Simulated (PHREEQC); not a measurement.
Dissolve 2.3 mmol/kgw HF, 0.032 mmol/kgw NaF, 42 mmol/kgw (NH4)2SiF6 and 49 mmol/kgw HCl at 20 °C. Closed to the air; pH follows from the charge balance.

The numbers come from PHREEQC with the ion-association model, phreeqc.dat.

```json
[
 {"quantity": "pH", "before": "1.42", "after": "1.40"},
 {"quantity": "ionic strength (mol/kgw)", "before": "0.173", "after": "0.0896"},
 {"quantity": "HF (mol/kgw)", "before": "0.00623", "after": "0.0103"},
 {"quantity": "F- (mol/kgw)", "before": "0.000171", "after": "0.000252"},
 {"quantity": "HF2- (mol/kgw)", "before": "3.88e-6", "after": "9.54e-6"},
 {"quantity": "NaF (mol/kgw)", "before": "1.65e-9", "after": "3.65e-6"},
 {"quantity": "SI of Halite (NaCl)", "before": "-7.63", "after": "-4.46"}
]
```

Which change was made?
(A) 0.03 mol/kgw NaOH added
(B) temperature from 20 to 5 °C
(C) temperature from 20 to 55 °C
(D) (NH4)2SiF6 replaced by NaBF4 at the same molality
(E) HCl from 0.049 to 0.0098 mol/kgw

D, (NH4)2SiF6 replaced by NaBF4 at the same molality

Precipitation was switched off in this run. Some of these states are supersaturated (in Quartz (slow to form), Chalcedony (slow to form), for instance). SiF6-2 is the database's only silicon fluoride.
